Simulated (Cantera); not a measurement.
Cantera run:

```python
import numpy as np
import cantera as ct

gas_names = """
    N NO NO2 NO3 N2 N2O O O2 O3 Pb PbO Pb2
""".split()
cond_names = """
    Pb(cr) Pb(L) PbO(rd) PbO(yw) PbO(L) PbO2(s) Pb3O4(s)
""".split()


def load(file, names, dense=False):
    # The tables refer to 1 bar. Condensed volumes are neglected.
    table = {s.name: s for s in ct.Species.list_from_file(file)}
    out = []
    for n in names:
        d = dict(table[n].input_data)
        d["thermo"] = dict(d["thermo"], **{"reference-pressure": 1e5})
        if dense:
            d["equation-of-state"] = {"model": "constant-volume", "density": "1e6 g/cm^3"}
        out.append(ct.Species.from_dict(d))
    return out


gas = ct.Solution(thermo="ideal-gas", species=load("nasa_gas.yaml", gas_names))
cond = {s.name: ct.Solution(thermo="fixed-stoichiometry", species=[s], name=s.name)
        for s in load("nasa_condensed.yaml", cond_names, dense=True)}
atoms = {
    'PbO': {'Pb': 1, 'O': 1},
    'N2': {'N': 2},
}
top_T = {'Pb3O4(s)': 820}  # K; cautious upper limits of use, not melting points


def equilibrate(T, P, feed):
    n = {}
    for name, mol in feed.items():
        for a, k in atoms[name].items():
            n[a] = n.get(a, 0.0) + k * mol
    gas.TPX = T, P, n
    mass = sum(n.values()) * gas.mean_molecular_weight
    gas.equilibrate("TP")
    valid = [c for c in cond.values() if c.min_temp <= T <= top_T.get(c.name, c.max_temp)]
    mix = ct.Mixture([(gas, mass / gas.mean_molecular_weight)] + [(c, 0.0) for c in valid])
    mix.T, mix.P = T, P
    mix.equilibrate("TP", solver="vcs", rtol=1e-11, max_steps=5000)
    return mix


results = []
feed = {'PbO': 1, 'N2': 5.3}  # mol
P = 101325  # Pa
for T in [1298, 1323, 1348, 1373, 1398, 1423, 1448, 1473, 1498, 1523, 1548, 1573, 1598, 1623]:
    mix = equilibrate(T, P, feed)
    results.append((T, P, feed, dict(zip(mix.species_names, mix.species_moles))))

top = {s: max(r[3][s] / sum(r[3][g] for g in gas_names) for r in results) for s in gas_names}
cols = sorted((s for s in top if top[s] > 1e-06), key=lambda s: -top[s])[:9]
seen = [c for c in cond_names if any(r[3].get(c, 0) > 1e-12 for r in results)]
print("log10 of partial pressures in bar; condensed amounts in mol")
print(f"{'T/K':>10s}" + "".join(f"{s[:9]:>10s}" for s in cols + seen))
for T, P, feed, n in results:
    ng = sum(n[g] for g in gas_names)
    print(f"{T:10.4g}" + "".join(f"{np.log10(max(n[s] / ng * P / 1e5, 1e-99)):10.3f}" for s in cols)
          + "".join(f"{n.get(c, 0):10.4g}" for c in seen))
```

Output:

```
log10 of partial pressures in bar; condensed amounts in mol
       T/K        N2       PbO        Pb        O2        NO         O    PbO(L)
      1298     0.005    -3.361    -4.122    -4.457    -5.243    -8.997    0.9973
      1323     0.005    -3.176    -3.935    -4.269    -5.080    -8.710    0.9959
      1348     0.005    -2.998    -3.756    -4.088    -4.922    -8.433    0.9938
      1373     0.005    -2.827    -3.583    -3.913    -4.771    -8.167    0.9908
      1398     0.005    -2.663    -3.417    -3.746    -4.625    -7.910    0.9866
      1423     0.004    -2.505    -3.257    -3.584    -4.484    -7.663    0.9807
      1448     0.003    -2.353    -3.102    -3.429    -4.349    -7.424    0.9725
      1473     0.002    -2.207    -2.954    -3.279    -4.218    -7.194    0.9614
      1498     0.001    -2.065    -2.810    -3.134    -4.093    -6.971    0.9463
      1523    -0.001    -1.929    -2.671    -2.994    -3.971    -6.756    0.9262
      1548    -0.003    -1.798    -2.537    -2.860    -3.854    -6.547    0.8995
      1573    -0.006    -1.671    -2.407    -2.729    -3.741    -6.346    0.8643
      1598    -0.010    -1.549    -2.282    -2.603    -3.633    -6.150    0.8183
      1623    -0.015    -1.430    -2.161    -2.481    -3.528    -5.961    0.7583
```

Cantera equilibrium calculation (NASA polynomials, part measured and part estimated; ideal gas, pure solids and liquids). Gases not in the tables: (PbO)n polymers.
